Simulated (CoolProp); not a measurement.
A simple Rankine cycle with cis-2-butene: condensing at 331.15 K, boiler at 3.41 MPa, turbine inlet 427.2 K, turbine efficiency 0.8, pump efficiency 0.6, no recuperator. Each further row changes one setting.

The numbers come from the reference Helmholtz-energy equation of state, Lemmon 2005 in CoolProp. It is a short technical equation, of lower accuracy than the large ones.

| case | thermal efficiency (%) | net work (kJ/kg) | heat in (kJ/kg) | turbine exit temperature (K) | volume ratio over the turbine |
|---|---|---|---|---|---|
| as stated | 12.2 | 53.1 | 435 | 346.8 | 8.04 |
| turbine inlet 447.2 K | 12.6 | (withheld) | 498 | 376.0 | 7.15 |
| condensing temperature 323.15 K | 13.3 | 60.3 | 454 | (withheld) | (withheld) |
| boiler pressure 2.39 MPa | 10.9 | 52.5 | 483 | 373.4 | 4.70 |
| turbine efficiency 0.7 | 10.4 | (withheld) | 435 | 351.0 | 8.18 |

**Question.** Fill in the missing entries.

**Answer.** 
- turbine inlet 447.2 K, net work (kJ/kg): 62.8
- condensing temperature 323.15 K, turbine exit temperature (K): 340.3
- condensing temperature 323.15 K, volume ratio over the turbine: 9.90
- turbine efficiency 0.7, net work (kJ/kg): 45.4
